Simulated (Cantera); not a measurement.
A perfectly stirred reactor is fed with 4.55 % CH4, 95.5 % N2, at 0.0132 atm; it is held at 1550 K, and followed from long to short residence time.

Cantera simulation using GRI-Mech 3.0 (53 species, 325 reactions); the numbers are that mechanism's predictions, not measurements. GRI-Mech 3.0 stops at C3 and has no aromatics, soot or wall deposition, so with more carbon than oxygen in the feed, carbon stays in small species such as C2H2 where larger ones or solid carbon would form. Radical loss at walls, strong at low pressure, is not modelled.

Q: Predict: x(CH4) at τ = 0.450 s; x(C2H6) at τ = 0.450 s; x(C2H) at τ = 0.450 s; x(C2H2) at τ = 0.450 s; x(HCN) at τ = 0.450 s; x(CH4) at τ = 7.40 ms; x(C2H6) at τ = 7.40 ms.

A: 
- x(CH4) at τ = 0.450 s: 0.0412
- x(C2H6) at τ = 0.450 s: 1.08e-5
- x(C2H) at τ = 0.450 s: 1.44e-9
- x(C2H2) at τ = 0.450 s: 0.00113
- x(HCN) at τ = 0.450 s: 3.39e-9
- x(CH4) at τ = 7.40 ms: 0.0454
- x(C2H6) at τ = 7.40 ms: 3.90e-9
